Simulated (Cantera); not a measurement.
What does this Cantera script print?

```python
import numpy as np
import cantera as ct

gas = ct.Solution("gri30.yaml")
gas.TPX = 550, 520000, {'CH4': 1, 'H2': 0.95, 'O2': 2.48, 'N2': 9.31}
flame = ct.FreeFlame(gas, width=0.013)
flame.set_refine_criteria(ratio=3, slope=0.08, curve=0.16)
flame.transport_model = "mixture-averaged"
flame.solve(loglevel=0, auto=True)
z, T = flame.grid, flame.T
thick = (T[-1] - T[0]) / np.gradient(T, z).max()
show = ['CH4', 'H2', 'O2', 'O', 'H2O2', 'NO']
print(f"laminar burning velocity  {flame.velocity[0] * 100:.3f} cm/s")
print(f"burnt temperature         {T[-1]:.1f} K")
print(f"thermal thickness         {thick * 1e3:.4f} mm")
print(f"grid points               {len(z)}")
z0 = z[flame.heat_release_rate.argmax()]
print(f"{'z/mm':>9s}{'T/K':>9s}{'u/(m/s)':>9s}" + "".join(f"{s:>11s}" for s in show))
rows = []
for k in (-3, -2, -1.5, -1, -0.5, -0.25, 0, 0.25, 0.5, 1, 2, 4, 8):
    zz = z0 + k * thick
    rows.append([k * thick, np.interp(zz, z, T), np.interp(zz, z, flame.velocity),
                 *(np.interp(zz, z, flame.X[gas.species_index(s)]) for s in show)])
    print(f"{rows[-1][0] * 1e3:9.3f}{rows[-1][1]:9.1f}{rows[-1][2]:9.3f}" + "".join(f"{x:11.3e}" for x in rows[-1][3:]))
```

Result:

```
laminar burning velocity  94.851 cm/s
burnt temperature         2427.9 K
thermal thickness         0.0798 mm
grid points               141
     z/mm      T/K  u/(m/s)        CH4         H2         O2          O       H2O2         NO
   -0.240    550.3    0.948  7.288e-02  6.786e-02  1.807e-01  3.694e-13  2.926e-08  1.765e-10
   -0.160    552.8    0.950  7.299e-02  6.510e-02  1.812e-01  2.620e-11  4.262e-07  2.621e-09
   -0.120    562.1    0.963  7.287e-02  6.147e-02  1.814e-01  4.276e-10  2.232e-06  1.442e-08
   -0.080    622.5    1.061  7.060e-02  5.392e-02  1.791e-01  1.874e-08  1.685e-05  1.444e-07
   -0.040   1009.0    1.718  5.218e-02  4.067e-02  1.502e-01  7.506e-06  8.241e-05  2.516e-06
   -0.020   1437.3    2.458  2.957e-02  3.321e-02  1.100e-01  1.096e-04  3.915e-05  6.934e-06
    0.000   1850.5    3.180  7.325e-03  2.491e-02  6.219e-02  7.387e-04  3.320e-06  1.447e-05
    0.020   2043.5    3.508  5.480e-04  1.691e-02  3.361e-02  2.065e-03  1.228e-06  2.435e-05
    0.040   2121.6    3.628  2.117e-05  1.333e-02  2.343e-02  2.594e-03  8.979e-07  3.191e-05
    0.080   2210.3    3.758  5.780e-08  1.135e-02  1.746e-02  2.147e-03  6.765e-07  4.136e-05
    0.160   2298.2    3.887  5.460e-12  9.192e-03  1.347e-02  1.351e-03  4.902e-07  5.442e-05
    0.319   2367.1    3.988  1.094e-15  6.920e-03  1.036e-02  7.763e-04  3.578e-07  7.384e-05
    0.639   2408.0    4.046  5.305e-16  5.397e-03  8.367e-03  4.987e-04  2.841e-07  1.030e-04
```

Computed with Cantera and GRI-Mech 3.0 (53 species, 325 reactions). Burning velocities carry a grid error of a few per cent, more on coarse grids.
